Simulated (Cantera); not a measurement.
Input: 1 mol Fe, 0.0055 mol O2, 1 mol N2, at 13.3 mbar.

Cantera equilibrium calculation (NASA polynomials, part measured and part estimated; ideal gas, pure solids and liquids). Candidate condensed phases: Fe, FeO, Fe2O3, Fe3O4; 11 gas species. Mutual solubility and eutectic melting of coexisting phases are not modelled. The tables' stoichiometric FeO is somewhat more stable than real wüstite, so its field is too wide. FeO: taken at fixed stoichiometry. The numbers say what is thermodynamically allowed, not how fast it happens.

Q: Which condensed phases are stable at each of these points (T (K)): 1100, 1150, 1200, 1250, 1300, 1350, 1400, 1450, 1500, 1550, 1600, 1650?

A: 
| T (K) | condensed phases | Fe condensed (%) |
|---|---|---|
| 1100 | Fe(α) + FeO(s) | 100.0 |
| 1150 | Fe(α) + FeO(s) | 100.0 |
| 1200 | Fe(γ) + FeO(s) | 100.0 |
| 1250 | Fe(γ) + FeO(s) | 100.0 |
| 1300 | Fe(γ) + FeO(s) | 100.0 |
| 1350 | Fe(γ) + FeO(s) | 100.0 |
| 1400 | Fe(γ) + FeO(s) | 100.0 |
| 1450 | Fe(γ) + FeO(s) | 100.0 |
| 1500 | Fe(γ) + FeO(s) | 100.0 |
| 1550 | Fe(γ) + FeO(s) | 100.0 |
| 1600 | Fe(γ) + FeO(s) | 100.0 |
| 1650 | Fe(γ) + FeO(l) | 100.0 |

From 1100 K to 1150 K the condensed part is Fe(α) + FeO(s). From 1200 K to 1600 K the condensed part is Fe(γ) + FeO(s). At 1650 K the condensed part is Fe(γ) + FeO(l).
